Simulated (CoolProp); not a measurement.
Vapour-liquid equilibrium of R113 (1) + benzene (2) at 409.6 K; x and y are mole fractions of (1).

Model: multi-fluid Helmholtz-energy mixture model, Marx 1992 and Thol 2012; pair parameters Bell 2016, in CoolProp.

```csv
x,bubble pressure (kPa),y at the bubble point,dew pressure at overall composition x (kPa),liquid density (mol/L)
0.05,484.1,0.130,454.4,…
0.2,…,0.378,512.4,8.847
0.35,…,0.531,582.6,…
0.5,755.1,0.650,665.0,7.919
0.65,…,0.755,755.3,7.511
0.8,876.5,0.858,844.2,7.137
0.95,930.5,0.964,…,6.795
```

Complete the blanks.


- 0.05, liquid density (mol/L): 9.374
- 0.2, bubble pressure (kPa): 596.9
- 0.35, bubble pressure (kPa): 683.4
- 0.35, liquid density (mol/L): 8.363
- 0.65, bubble pressure (kPa): 818.5
- 0.95, dew pressure at overall composition x (kPa): 923.8

No azeotrope shows between x = 0.05 and 0.95.

The pair parameters rest on a limited set of measurements; away from them the model extrapolates.
